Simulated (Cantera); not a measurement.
An adiabatic, constant-volume homogeneous reactor starts with 0.739 % C₃H₈, 8.42 % O₂, 82.7 % N₂, 8.12 % H₂O, at 1625 K and 1880 Torr.

Detailed kinetics in Cantera: GRI-Mech 3.0 (53 species, 325 reactions). GRI-Mech 3.0 was tuned for natural gas; its chemistry of propane as a main component is partial and can be far from experiment.

x: mole fraction; the columns are a selection and need not sum to one.

```
t (s)     T (K)  P (bar)   x C₃H₈    x O₂   x H₂O   x C₂H₂      x NO       x O
--------  -----  -------  -------  ------  ------  -------  --------  --------
4.00e-6    1617     2.49  0.00610  0.0837  0.0814  4.50e-6  9.81e-11   1.38e-5
1.00e-5    1621     2.51  0.00351  0.0820  0.0824  7.31e-5       ___   3.67e-5
2.52e-5    1859     2.93   <1e-12  0.0548   0.100  6.86e-6       ___   0.00314
6.34e-5    2031     3.17   <1e-12  0.0472   0.104   <1e-12       ___   0.00209
0.000159   2105     3.27   <1e-12  0.0465   0.108   <1e-12       ___  0.000513
0.000400   2121     3.29   <1e-12  0.0465   0.109   <1e-12       ___  0.000212
0.00100    2122     3.29   <1e-12  0.0465   0.109   <1e-12       ___  0.000193
0.00252    2122     3.29   <1e-12  0.0465   0.109   <1e-12       ___  0.000193
0.00634    2122     3.29   <1e-12  0.0465   0.109   <1e-12       ___  0.000193
0.0159     2121     3.29   <1e-12  0.0464   0.109   <1e-12       ___  0.000192
0.0400     2120     3.29   <1e-12  0.0463   0.109   <1e-12       ___  0.000191
0.100      2119     3.29   <1e-12  0.0459   0.109   <1e-12       ___  0.000188
0.252      2115     3.28   <1e-12  0.0453   0.109   <1e-12       ___  0.000182
0.634      2111     3.27   <1e-12  0.0445   0.109   <1e-12       ___  0.000176
1.59       2109     3.27   <1e-12  0.0442   0.109   <1e-12   0.00472  0.000172
4.00       2108     3.27   <1e-12  0.0442   0.109   <1e-12   0.00477  0.000172
```

Q: Some entries are withheld; supply them.

A: 
- 1.00e-5, x NO: 1.63e-9
- 2.52e-5, x NO: 1.22e-6
- 6.34e-5, x NO: 8.10e-6
- 0.000159, x NO: 1.41e-5
- 0.000400, x NO: 1.87e-5
- 0.00100, x NO: 2.63e-5
- 0.00252, x NO: 4.49e-5
- 0.00634, x NO: 9.16e-5
- 0.0159, x NO: 0.000207
- 0.0400, x NO: 0.000489
- 0.100, x NO: 0.00114
- 0.252, x NO: 0.00240
- 0.634, x NO: 0.00399
